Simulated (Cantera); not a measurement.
Feed: 1 mol SiH4, 0.2 mol NH3, 4.1 mol N2, at 7.20 Pa.

Method: chemical equilibrium by Gibbs-energy minimisation in Cantera with the NASA 1993 tables (ideal gas, pure condensed phases). Candidate condensed phases: Si, Si3N4; 18 gas species. Gases not in the tables: Si2H6 and higher silanes. Equilibrium is a limit: real reactors are often held back by kinetics, nucleation or transport.

Task: What share of the Si ends up in condensed phases as a function of T (K), at 1273, 1373, 1473, 1573, 1673, 1773, 1873, 1973, 2073, 2173?

Result: 
| T (K) | Si condensed (%) | as |
|---|---|---|
| 1273 | 100.0 | Si3N4(s) |
| 1373 | 100.0 | Si3N4(s) |
| 1473 | 100.0 | Si3N4(s) |
| 1573 | 99.5 | Si(s) |
| 1673 | 96.0 | Si(s) |
| 1773 | 79.3 | Si(l) |
| 1873 | 3.8 | Si(l) |
| 1973 | 0.0 | - |
| 2073 | 0.0 | - |
| 2173 | 0.0 | - |
